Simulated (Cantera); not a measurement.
**NO annealing gas**

An isothermal, constant-pressure homogeneous reactor starts with 50.8 % NO, 48.3 % N₂, 0.864 % H₂O, at 1998 K and 1400 Pa.

Detailed kinetics in Cantera: GRI-Mech 3.0 (53 species, 325 reactions). Radical loss at walls, strong at low pressure, is not modelled.

```csv
t (s),x NO,x O₂,x N₂O,x O,x NO₂,x N₂
6.00e-5,0.508,7.90e-11,2.48e-7,2.45e-7,1.24e-10,0.483
0.000138,0.508,4.14e-10,5.71e-7,5.54e-7,7.04e-10,0.483
0.000318,0.508,2.16e-9,1.31e-6,1.22e-6,4.30e-9,0.483
0.000731,0.508,1.12e-8,2.99e-6,2.56e-6,2.91e-8,0.483
0.00168,0.508,6.01e-8,6.76e-6,4.86e-6,2.14e-7,0.483
0.00387,0.508,3.72e-7,1.50e-5,7.91e-6,1.50e-6,0.483
0.00891,0.508,2.97e-6,3.14e-5,1.36e-5,8.00e-6,0.483
0.0205,0.508,3.62e-5,5.78e-5,3.48e-5,2.00e-5,0.483
0.0472,0.508,0.000263,7.02e-5,6.27e-5,1.32e-5,0.483
0.109,0.507,0.000848,4.45e-5,0.000135,9.48e-6,0.483
0.250,0.503,0.00248,3.18e-5,0.000318,1.06e-5,0.485
0.575,0.494,0.00692,3.36e-5,0.000536,1.67e-5,0.490
1.32,0.471,0.0177,3.46e-5,0.000821,2.62e-5,0.501
3.04,0.418,0.0442,2.91e-5,0.00125,3.75e-5,0.528
7.00,0.299,0.103,1.51e-5,0.00185,4.20e-5,0.586
```
x: mole fraction; the columns are a selection and need not sum to one.

Equilibrium at this temperature and pressure: NO 0.00801, O₂ 0.248, N₂O 5.13e-8, O 0.00279, NO₂ 1.78e-6, N₂ 0.732 (gas phase only).
